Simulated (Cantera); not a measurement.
## Gas activation for diamond growth

An isothermal, constant-pressure homogeneous reactor starts with 1.18 % CH₄, 98.5 % H₂, 0.286 % CO₂, at 2273 K and 10.00 Torr.

Model: GRI-Mech 3.0 (53 species, 325 reactions), integrated in Cantera. GRI-Mech 3.0 stops at C3 and has no aromatics, soot or wall deposition, so with more carbon than oxygen in the feed, carbon stays in small species such as C2H2 where larger ones or solid carbon would form. Radical loss at walls, strong at low pressure, is not modelled.

```
t (s)        x CH₄   x H₂     x CO₂    x CH₂      x O₂    x C₂H₂
--------  --------  -----  --------  -------  --------  --------
3.00e-5     0.0118  0.985   0.00286  3.19e-9    <1e-12  8.45e-12
7.44e-5     0.0118  0.985   0.00286  1.62e-8    <1e-12  2.90e-10
0.000185    0.0117  0.985   0.00285  8.85e-8    <1e-12   8.54e-9
0.000458    0.0115  0.984   0.00283  5.09e-7    <1e-12   2.62e-7
0.00114     0.0111  0.982   0.00267  2.83e-6    <1e-12   7.42e-6
0.00282     0.0100  0.977   0.00193  1.35e-5  3.56e-12  0.000142
0.00698    0.00682  0.970  0.000330  3.57e-5  5.98e-11   0.00141
0.0173     0.00228  0.966   1.70e-6  2.80e-5  1.51e-10   0.00409
0.0430    0.000522  0.962   1.43e-6  1.11e-5  2.01e-10   0.00517
0.107     0.000185  0.956   1.29e-6  6.15e-6  1.80e-10   0.00511
0.264      9.03e-5  0.948   6.92e-7  4.96e-6  5.16e-11   0.00462
0.655      1.83e-5  0.936   3.93e-8  1.74e-6    <1e-12   0.00429
1.63       3.18e-6  0.924  4.10e-12  4.60e-7    <1e-12   0.00425
4.03       2.80e-6  0.920  2.88e-12  4.55e-7    <1e-12   0.00425
10.0       2.79e-6  0.920  2.87e-12  4.55e-7    <1e-12   0.00425
```
x: mole fraction; the columns are a selection and need not sum to one.

Equilibrium at this temperature and pressure: CH₄ 2.81e-6, H₂ 0.920, CO₂ 2.89e-12, CH₂ 4.59e-7, O₂ <1e-12, C₂H₂ 0.00425 (gas phase only).
